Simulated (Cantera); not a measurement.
MgO + CH₄ + H₂ (carbothermic reduction)

Feed: 1 mol MgO, 0.7 mol CH₄, 1.4 mol H₂, equilibrated at 10.0 Torr.

These are equilibrium values from Cantera (NASA tables, ideal gas, pure condensed phases), not measurements of a reactor. Candidate condensed phases: C, C₆H₆, C₇H₈, C₈H₁₈, H₂O, Mg, MgCO₃, MgO, Mg(OH)₂; 116 gas species. The tables' values for MgH are old estimates; treat these amounts as uncertain. The numbers say what is thermodynamically allowed, not how fast it happens.

| T (K) | x H₂ | x Mg | x CO | x H | x H₂O | x CO₂ | x MgH | n MgO(s) |
|---|---|---|---|---|---|---|---|---|
| 1650 | 0.666 | 0.166 | 0.167 | 0.000642 | 1.02e-5 | 7.93e-7 | 0.000188 | 0.300 |
| 1700 | 0.666 | 0.166 | 0.167 | 0.00104 | 2.85e-5 | 2.09e-6 | 0.000196 | 0.300 |
| 1750 | 0.665 | 0.166 | 0.167 | 0.00164 | 7.53e-5 | 5.21e-6 | 0.000204 | 0.300 |
| 1800 | 0.664 | 0.166 | 0.166 | 0.00253 | 0.000188 | 1.23e-5 | 0.000212 | 0.299 |
| 1850 | 0.663 | 0.167 | 0.166 | 0.00380 | 0.000444 | 2.77e-5 | 0.000220 | 0.298 |
| 1900 | 0.660 | 0.167 | 0.166 | 0.00558 | 0.000999 | 5.97e-5 | 0.000228 | 0.295 |
| 1950 | 0.656 | 0.168 | 0.166 | 0.00804 | 0.00214 | 0.000123 | 0.000236 | 0.290 |
| 2000 | 0.650 | 0.169 | 0.165 | 0.0114 | 0.00438 | 0.000242 | 0.000245 | 0.280 |
| 2050 | 0.639 | 0.173 | 0.163 | 0.0157 | 0.00847 | 0.000455 | 0.000255 | 0.261 |
| 2100 | 0.622 | 0.178 | 0.161 | 0.0213 | 0.0155 | 0.000813 | 0.000267 | 0.228 |
x: gas mole fraction; n: condensed amount in mol.

From 1650 K to 2100 K the condensed part is MgO(s). The main Mg-bearing gas is Mg throughout.
